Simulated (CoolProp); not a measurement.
Vapour pressure (kPa) of ammonia: the reference equation beside estimates from Tc = 132.4 °C, pc = 11360 kPa, ω = 0.256.

Computed with CoolProp (reference Helmholtz-energy equation of state, Gao 2020).

| T (°C) | reference | Lee-Kesler | van der Waals | Redlich-Kwong | Peng-Robinson |
|---|---|---|---|---|---|
| 44.55 | 1760 | 1777 | 3950 | 2402 | 1761 |
| 48.05 | 1932 | 1951 | 4158 | 2601 | 1934 |
| 51.45 | 2111 | 2131 | 4366 | 2804 | 2114 |
| 54.95 | 2307 | 2329 | 4587 | 3025 | 2312 |
| 58.45 | 2517 | 2540 | 4815 | 3257 | 2523 |
| 61.95 | 2741 | 2765 | 5050 | 3501 | 2749 |
| 65.35 | 2973 | 2997 | 5285 | 3750 | 2982 |
| 68.85 | 3226 | 3251 | 5534 | 4018 | 3238 |
| 72.35 | 3495 | 3520 | 5790 | 4300 | 3509 |
| 75.75 | 3772 | 3797 | 6046 | 4585 | 3789 |
| 79.25 | 4074 | 4099 | 6316 | 4892 | 4094 |
| 82.75 | 4394 | 4418 | 6594 | 5213 | 4417 |
| 86.15 | 4723 | 4746 | 6871 | 5538 | 4749 |
| 89.65 | 5080 | 5102 | 7164 | 5886 | 5109 |
| 93.15 | 5457 | 5478 | 7464 | 6248 | 5490 |

Absolute difference from the reference over all 15 rows, mean and median: Lee-Kesler 0.7 and 0.8 %, van der Waals 75.0 and 71.5 %, Redlich-Kwong 24.9 and 24.6 %, Peng-Robinson 0.4 and 0.4 %.
